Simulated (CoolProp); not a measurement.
A closed Brayton cycle with carbon dioxide: compressor inlet 316.15 K and 9.4 MPa, high pressure 18.6 MPa, turbine inlet 750 K, compressor efficiency 0.85, turbine efficiency 0.9, recuperator effectiveness 0.9 (on enthalpy, no pinch check). Each further row changes one setting.

Model: reference Helmholtz-energy equation of state, Span 1996, in CoolProp.

```csv
case,thermal efficiency (%),net work (kJ/kg),compressor to turbine work,compressor exit (K),turbine exit (K)
as stated,28.4,62.0,0.25,350.4,671.8
turbine inlet 700 K,26.9,55.6,0.27,350.4,624.7
compressor inlet 326.15 K,28.1,52.9,0.36,377.3,671.8
high pressure 15.8 MPa,25.4,48.9,0.23,342.1,690.2
recuperator effectiveness 0.5,16.5,62.0,0.25,350.4,671.8
```
